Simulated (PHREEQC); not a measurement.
PHREEQC input (ion-association model, wateq4f.dat):

```
SOLUTION 1
  temp 25
  units mol/kgw
  pH 7 charge
  K 0.1322
  Si 0.00018
  Na 0.00036
  C(4) 0.0011
SOLUTION 2
  temp 25
  units mol/kgw
  pH 7 charge
  S(6) 0.145
  Cu(2) 0.035
  Na 0.22
END
SELECTED_OUTPUT 1
  -reset false
  -pH true
  -pe true
  -ionic_strength true
  -water true
  -totals C Cu K Na S Si C(-4) C(4) Cu(1) Cu(2)
    S(-2) S(6)
  -molalities H+ CO3-2 Cu+2 K+ Na+ SO4-2 H4SiO4 H3SiO4- H2SiO4-2 CO2
    HCO3- NaCO3- NaHCO3 NaSO4- KSO4- HSO4- H2S HS- S-2 O2
    OH- Cu+ CuCO3 Cu(CO3)2-2 CuOH+ Cu(OH)2 Cu(OH)3- Cu(OH)4-2 Cu2(OH)2+2 CuSO4
    Cu(HS)3- CuHCO3+
  -equilibrium_phases Cu(OH)2 Malachite Brochantite Antlerite Chalcedony Mirabilite Chalcanthite Nahcolite Natron
PRINT
  -reset false
MIX 1
  1 1
  2 0
EQUILIBRIUM_PHASES 1
  Cu(OH)2 0 0
  Malachite 0 0
  Brochantite 0 0
  Antlerite 0 0
  Chalcedony 0 0
  Mirabilite 0 0
  Chalcanthite 0 0
  Nahcolite 0 0
  Natron 0 0
  O2(g) -0.68 10
END
# ... the last block is repeated for the other 20 points of share of solution B
```

Selected output (columns that matter, 20 of 21 rows; share of solution B added in front):

```
share of solution B	pH	mu	C	Cu	K	Na	S	Si	m_H+	m_CO3-2	m_Cu+2	Cu(OH)2	Brochantite	Antlerite
0	12.984	0.13376	0.0011	0	0.1322	0.00036	0	0.00018	1.2743e-13	0.0010963	0	0	0	0
0.05	12.947	0.1419	0.001045	4.0339e-05	0.12559	0.011342	0.00725	0.000171	1.3939e-13	0.00097422	1.5546e-17	0.0017097	0	0
0.1	12.906	0.15015	0.00099	3.5821e-05	0.11898	0.022324	0.0145	0.000162	1.5341e-13	0.0008696	1.9037e-17	0.0034642	0	0
0.15	12.862	0.15853	0.000935	3.1625e-05	0.11237	0.033306	0.02175	0.000153	1.702e-13	0.00077848	2.368e-17	0.0052184	0	0
0.2	12.814	0.16701	0.00088	2.7758e-05	0.10576	0.044288	0.029	0.000144	1.9067e-13	0.00069799	3.0023e-17	0.0069722	0	0
0.25	12.761	0.17559	0.000825	2.4229e-05	0.09915	0.05527	0.03625	0.000135	2.162e-13	0.00062603	3.8986e-17	0.0087258	0	0
0.3	12.7	0.18423	0.00077	2.1043e-05	0.09254	0.066252	0.0435	0.000126	2.4898e-13	0.00056101	5.2195e-17	0.010479	0	0
0.35	12.631	0.19295	0.000715	1.8206e-05	0.08593	0.077234	0.05075	0.000117	2.926e-13	0.00050174	7.2753e-17	0.012232	0	0
0.4	12.55	0.20171	0.00066	1.572e-05	0.07932	0.088216	0.058	0.000108	3.5359e-13	0.00044725	1.0718e-16	0.013984	0	0
0.45	12.451	0.21052	0.000605	1.3589e-05	0.07271	0.099198	0.06525	9.9e-05	4.4492e-13	0.00039681	1.7116e-16	0.015736	0	0
0.55	12.147	0.22825	0.000495	1.0394e-05	0.05949	0.12116	0.07975	8.1e-05	9.0019e-13	0.00030566	7.1215e-16	0.01924	0	0
0.6	11.845	0.23716	0.00044	9.3306e-06	0.05288	0.13214	0.087	7.2e-05	1.8056e-12	0.00026358	2.8872e-15	0.020991	0	0
0.65	10.115	0.24606	0.000385	8.6287e-06	0.04627	0.14313	0.09425	6.3e-05	9.7276e-11	0.00016246	8.443e-12	0.022741	0	0
0.7	8.7706	0.25178	0.00033	8.6648e-06	0.03966	0.15411	0.096695	5.4e-05	2.1499e-09	1.995e-05	4.1442e-09	0.0052697	0.0048054	0
0.75	5.2839	0.25989	0.000275	0.0014054	0.03305	0.16509	0.10047	4.5e-05	6.6036e-06	6.9038e-10	0.00062783	0	0	0.0082815
0.8	4.7184	0.27676	0.00022	0.0080646	0.02644	0.17607	0.10936	3.6e-05	2.4358e-05	4.5327e-11	0.0035973	0	0	0.0066451
0.85	4.5256	0.29357	0.000165	0.014746	0.01983	0.18705	0.11825	2.7e-05	3.8068e-05	1.4457e-11	0.0065566	0	0	0.0050013
0.9	4.4075	0.31029	0.00011	0.021432	0.01322	0.19804	0.12714	1.8e-05	5.0097e-05	5.7371e-12	0.0094988	0	0	0.0033561
0.95	4.3225	0.32694	5.5e-05	0.028119	0.00661	0.20902	0.13604	9e-06	6.1076e-05	1.9833e-12	0.012424	0	0	0.0017103
1	4.2563	0.34352	0	0.034808	0	0.22	0.14494	0	7.1302e-05	0	0.015334	0	0	6.4121e-05
```

The database's constant for dissolved Cu(OH)2 is higher than later reviews accept.
